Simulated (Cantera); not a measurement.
Cantera run:

```python
import numpy as np
import cantera as ct

gas_names = """
    H HNO HNO2 HNO3 HO2 H2 H2O H2O2 N NH NH2 NH3 NH2OH NO NO2 NO3 N2 N2H2 N2H4 N2O O OH O2 O3 Si SiH
    SiH2 SiH3 SiH4 SiN SiO SiO2 Si2 Si2N Si3
""".split()
cond_names = """
    H2O(s) H2O(L) Si(cr) Si(L) SiO2(Lqz) SiO2(hqz) SiO2(L) Si2N2O(s) Si3N4(a)
""".split()


def load(file, names, dense=False):
    # The tables refer to 1 bar. Condensed volumes are neglected.
    table = {s.name: s for s in ct.Species.list_from_file(file)}
    out = []
    for n in names:
        d = dict(table[n].input_data)
        d["thermo"] = dict(d["thermo"], **{"reference-pressure": 1e5})
        if dense:
            d["equation-of-state"] = {"model": "constant-volume", "density": "1e6 g/cm^3"}
        out.append(ct.Species.from_dict(d))
    return out


gas = ct.Solution(thermo="ideal-gas", species=load("nasa_gas.yaml", gas_names))
cond = {s.name: ct.Solution(thermo="fixed-stoichiometry", species=[s], name=s.name)
        for s in load("nasa_condensed.yaml", cond_names, dense=True)}
atoms = {
    'SiH4': {'Si': 1, 'H': 4},
    'NO': {'N': 1, 'O': 1},
    'N2': {'N': 2},
}
top_T = {'Si2N2O(s)': 2100, 'Si3N4(a)': 2400}  # K; cautious upper limits of use, not melting points


def equilibrate(T, P, feed):
    n = {}
    for name, mol in feed.items():
        for a, k in atoms[name].items():
            n[a] = n.get(a, 0.0) + k * mol
    gas.TPX = T, P, n
    mass = sum(n.values()) * gas.mean_molecular_weight
    gas.equilibrate("TP")
    valid = [c for c in cond.values() if c.min_temp <= T <= top_T.get(c.name, c.max_temp)]
    mix = ct.Mixture([(gas, mass / gas.mean_molecular_weight)] + [(c, 0.0) for c in valid])
    mix.T, mix.P = T, P
    mix.equilibrate("TP", solver="vcs", rtol=1e-11, max_steps=5000)
    return mix


results = []
feed = {'SiH4': 1, 'NO': 0.66, 'N2': 26}  # mol
P = 1300  # Pa
for T in [723, 798, 873, 948, 1023, 1098, 1173, 1248, 1323, 1398, 1473, 1548, 1623]:
    mix = equilibrate(T, P, feed)
    results.append((T, P, feed, dict(zip(mix.species_names, mix.species_moles))))
    x = sorted(zip(gas.X, gas.species_names), reverse=True)
    print(f"T = {T:g} K  P = {P:g} Pa  gas = {mix.phase_moles(0):.4g} mol")
    print("   x: " + "  ".join(f"{s} {v:.3e}" for v, s in x if v > 0.0001))
    print("   condensed (mol): " + ("  ".join(f"{mix.phase(i).name} {mix.phase_moles(i):.4g}"
          for i in range(1, mix.n_phases) if mix.phase_moles(i) > 1e-12) or "none"))
```

Output:

```
T = 723 K  P = 1300 Pa  gas = 27.88 mol
   x: N2 9.283e-01  H2 7.172e-02
   condensed (mol): SiO2(Lqz) 0.1067  Si2N2O(s) 0.4467
T = 798 K  P = 1300 Pa  gas = 27.88 mol
   x: N2 9.283e-01  H2 7.173e-02
   condensed (mol): SiO2(Lqz) 0.1067  Si2N2O(s) 0.4467
T = 873 K  P = 1300 Pa  gas = 27.88 mol
   x: N2 9.283e-01  H2 7.173e-02
   condensed (mol): SiO2(hqz) 0.1066  Si2N2O(s) 0.4467
T = 948 K  P = 1300 Pa  gas = 27.88 mol
   x: N2 9.283e-01  H2 7.173e-02
   condensed (mol): SiO2(hqz) 0.1066  Si2N2O(s) 0.4467
T = 1023 K  P = 1300 Pa  gas = 27.88 mol
   x: N2 9.283e-01  H2 7.172e-02
   condensed (mol): SiO2(hqz) 0.1066  Si2N2O(s) 0.4467
T = 1098 K  P = 1300 Pa  gas = 27.88 mol
   x: N2 9.283e-01  H2 7.172e-02
   condensed (mol): SiO2(hqz) 0.1066  Si2N2O(s) 0.4467
T = 1173 K  P = 1300 Pa  gas = 27.88 mol
   x: N2 9.283e-01  H2 7.172e-02
   condensed (mol): SiO2(hqz) 0.1066  Si2N2O(s) 0.4467
T = 1248 K  P = 1300 Pa  gas = 27.88 mol
   x: N2 9.283e-01  H2 7.172e-02
   condensed (mol): SiO2(hqz) 0.1065  Si2N2O(s) 0.4467
T = 1323 K  P = 1300 Pa  gas = 27.88 mol
   x: N2 9.283e-01  H2 7.172e-02
   condensed (mol): SiO2(hqz) 0.1065  Si2N2O(s) 0.4467
T = 1398 K  P = 1300 Pa  gas = 27.88 mol
   x: N2 9.282e-01  H2 7.171e-02
   condensed (mol): SiO2(hqz) 0.1061  Si2N2O(s) 0.4464
T = 1473 K  P = 1300 Pa  gas = 27.9 mol
   x: N2 9.279e-01  H2 7.167e-02  SiO 3.570e-04
   condensed (mol): SiO2(hqz) 0.1031  Si2N2O(s) 0.4435
T = 1548 K  P = 1300 Pa  gas = 27.98 mol
   x: N2 9.259e-01  H2 7.143e-02  SiO 2.595e-03
   condensed (mol): SiO2(hqz) 0.08221  Si2N2O(s) 0.4226
T = 1623 K  P = 1300 Pa  gas = 28.31 mol
   x: N2 9.180e-01  H2 7.055e-02  SiO 1.129e-02  H 1.610e-04
   condensed (mol): Si2N2O(s) 0.3402
```

Cantera equilibrium calculation (NASA polynomials, part measured and part estimated; ideal gas, pure solids and liquids). Mutual solubility and eutectic melting of coexisting phases are not modelled. The tables hold silica as quartz up to 1696 K and as liquid above; real silica turns to tridymite and cristobalite and melts near 1996 K.
